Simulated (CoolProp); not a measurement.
Model: reference Helmholtz-energy equation of state, Thol 2014, in CoolProp.

### Question
For diethyl ether, give the phase and the cp (kJ/(kg K)), Joule-Thomson coefficient (K/MPa) at 548 K and 0.211 MPa.

### Answer
- 548 K and 0.211 MPa: gas; cp 2.38, Joule-Thomson coefficient 5.04
